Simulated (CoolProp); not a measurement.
Saturation properties of sulfur dioxide (Tc = 157.5 °C, pc = 7887 kPa, ω = 0.256).

Model: reference Helmholtz-energy equation of state, Gao 2016, in CoolProp.

| T (°C) | p (kPa) | liquid density (kg/m³) | vapour density (kg/m³) | enthalpy of vaporisation (kJ/kg) | surface tension (mN/m) |
|---|---|---|---|---|---|
| 36.25 | 562.5 | 1334 | 15.36 | 344.5 | 19.5 |
| 40.55 | 640.7 | 1322 | 17.40 | 339.8 | 18.7 |
| 44.75 | 724.8 | 1309 | 19.60 | 335.0 | 17.8 |
| 49.05 | 819.4 | 1296 | 22.08 | 330.1 | 17.0 |
| 53.25 | 920.4 | 1283 | 24.74 | 325.1 | 16.2 |
| 57.55 | 1033 | 1269 | 27.72 | 319.8 | 15.4 |
| 61.75 | 1153 | 1256 | 30.90 | 314.5 | 14.6 |
| 66.05 | 1287 | 1241 | 34.47 | 308.9 | 13.8 |
| 70.35 | 1431 | 1227 | 38.37 | 303.1 | 13.0 |
| 74.55 | 1584 | 1212 | 42.53 | 297.3 | 12.2 |

It boils at -10.0 °C under 1 atm.

Surface tension comes from a separate correlation (Mulero 2012).
